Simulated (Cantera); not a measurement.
An isothermal, constant-pressure homogeneous reactor starts with CH4 : O2 : N2 = 0.0082 : 0.0029 : 1 (molar parts), at 1448 K and 11.8 atm.

Detailed kinetics in Cantera: GRI-Mech 3.0 (53 species, 325 reactions). GRI-Mech 3.0 stops at C3 and has no aromatics, soot or wall deposition, so with more carbon than oxygen in the feed, carbon stays in small species such as C2H2 where larger ones or solid carbon would form. The pressure lies above the range GRI-Mech 3.0 was tuned for (to about 10 atm).

x: mole fraction; the columns are a selection and need not sum to one.

| t (s) | x CH4 | x O2 | x OH | x C2H6 | x N2O |
|---|---|---|---|---|---|
| 5.00e-6 | 0.00811 | 0.00287 | 2.65e-10 | 2.06e-12 | <1e-12 |
| 4.46e-5 | 0.00811 | 0.00287 | 4.78e-10 | 1.85e-9 | 3.28e-12 |
| 0.000398 | 0.00810 | 0.00287 | 1.40e-9 | 9.05e-7 | 5.95e-11 |
| 0.00355 | 0.00804 | 0.00285 | 2.87e-9 | 2.17e-5 | 6.67e-10 |
| 0.0316 | [?] | [?] | [?] | [?] | [?] |
| 0.282 | 0.00365 | 1.43e-5 | 2.73e-9 | 4.92e-6 | 9.89e-11 |
| 2.51 | 0.00188 | <1e-12 | 2.14e-9 | 9.02e-7 | <1e-12 |
| 22.4 | 0.000891 | <1e-12 | [?] | [?] | <1e-12 |
| 200 | 0.000853 | <1e-12 | 4.45e-10 | 1.60e-7 | <1e-12 |

Problem. Complete the blanks.

Solution. 
- 0.0316, x CH4: 0.00658
- 0.0316, x O2: 0.00216
- 0.0316, x OH: 1.74e-8
- 0.0316, x C2H6: 0.000106
- 0.0316, x N2O: 9.67e-9
- 22.4, x OH: 1.60e-9
- 22.4, x C2H6: 2.12e-7
